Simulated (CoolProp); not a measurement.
50 sccm (0 °C, 1 atm) of nitrogen bubbles through liquid isohexane at 274.4 K and leaves saturated at a total pressure of 0.0856 MPa (ideal gas phase). Each further row changes one setting.

Computed with CoolProp (reference Helmholtz-energy equation of state, Lemmon 2006). It is a short technical equation, of lower accuracy than the large ones.

```
case                      vapour pressure (kPa)  mole fraction of vapour  delivery (mg/min)  delivery (sccm)  change of delivery for a bath 1 K warmer (%)
------------------------  ---------------------  -----------------------  -----------------  ---------------  --------------------------------------------
as stated                                  9.55                        ?               24.1             6.28                                           5.8
bath temperature 279.4 K                      ?                    0.143                  ?             8.32                                           5.8
total pressure 0.171 MPa                   9.55                        ?               11.4             2.96                                             ?
```

Q: Some entries are withheld; supply them.

A: 
- as stated, mole fraction of vapour: 0.112
- bath temperature 279.4 K, vapour pressure (kPa): 12.2
- bath temperature 279.4 K, delivery (mg/min): 32.0
- total pressure 0.171 MPa, mole fraction of vapour: 0.0558
- total pressure 0.171 MPa, change of delivery for a bath 1 K warmer (%): 5.5
